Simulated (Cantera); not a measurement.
A closed system holds: 1 mol Si2Cl6, 0.86 mol HCl, 5 mol N2, equilibrated at 800 K and 7.50 Torr.

Method: chemical equilibrium by Gibbs-energy minimisation in Cantera with the NASA 1993 tables (ideal gas, pure condensed phases). Candidate condensed phases: NH4Cl, Si, Si3N4; 28 gas species. The feed counts by its element totals alone. N2 is the only nitrogen source here; it is nearly inert below about 1500 K, so the nitride shown seldom forms there in practice. Rates play no part.

Base state: N2 0.669, SiCl4 0.219, HCl 0.101, H2 0.0107, SiHCl3 2.09e-5 (mole fractions); condensed: Si3N4(s).

Problem. What changes in the equilibrium state with this change: N2 from 5 to 97 mol?

Solution. 
```
species         before     after
-------------  -------  --------
N2               0.669     0.976
SiCl4            0.219    0.0153
HCl              0.101   0.00821
H2              0.0107  0.000235
SiHCl3         2.09e-5   3.95e-7
Si3N4(s), mol    0.154     0.163
```

Problem. What changes in the equilibrium state with this change: temperature from 800 K to 1123 K?

Solution. 
```json
[
 {"species": "N2", "before": "0.669", "after": "0.667"},
 {"species": "SiCl4", "before": "0.219", "after": "0.215"},
 {"species": "HCl", "before": "0.101", "after": "0.110"},
 {"species": "H2", "before": "0.0107", "after": "0.00612"},
 {"species": "SiCl2", "before": "<1e-9", "after": "0.000200"},
 {"species": "SiCl3", "before": "1.40e-6", "after": "0.00186"},
 {"species": "SiHCl3", "before": "2.09e-5", "after": "0.000205"},
 {"species": "Si3N4(s), mol", "before": "0.154", "after": "0.158"}
]
```
The tables' values for SiCl3 are old estimates; treat these amounts as uncertain.
